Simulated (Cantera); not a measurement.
Silicon epitaxy and polysilicon growth: SiH₂Cl₂ + N₂

A closed system holds: 1 mol SiH₂Cl₂, a varied amount of N₂, equilibrated at 727 °C and 0.00430 bar.

Cantera equilibrium calculation (NASA polynomials, part measured and part estimated; ideal gas, pure solids and liquids). Candidate condensed phases: NH₄Cl, Si, Si₃N₄; 28 gas species. N₂ is the only nitrogen source here; it is nearly inert below about 1500 K, so the nitride shown seldom forms there in practice. The tables' values for SiCl₃ are old estimates; treat these amounts as uncertain. Equilibrium is a limit: real reactors are often held back by kinetics, nucleation or transport.

```csv
n(N₂) (mol),x N₂,x HCl,x H₂,x SiCl₄,n Si₃N₄(s)
32,0.944,0.0451,0.00750,0.00373,0.292
46,0.960,0.0326,0.00485,0.00241,0.295
61,0.970,0.0252,0.00344,0.00171,0.298
75,0.975,0.0209,0.00267,0.00133,0.299
90,0.979,0.0176,0.00213,0.00106,0.301
100,0.981,0.0160,0.00187,0.000930,0.302
120,0.984,0.0135,0.00149,0.000741,0.303
130,0.985,0.0125,0.00135,0.000671,0.304
```
x: gas mole fraction; n: condensed amount in mol.

From 32 mol N₂ to 130 mol N₂ the condensed part is Si₃N₄(s). The main Si-bearing gas is SiCl₄ throughout. The share of Si in condensed phases is highest at 130 mol N₂ (91.1 %) and lowest at 32 mol N₂ (87.5 %).
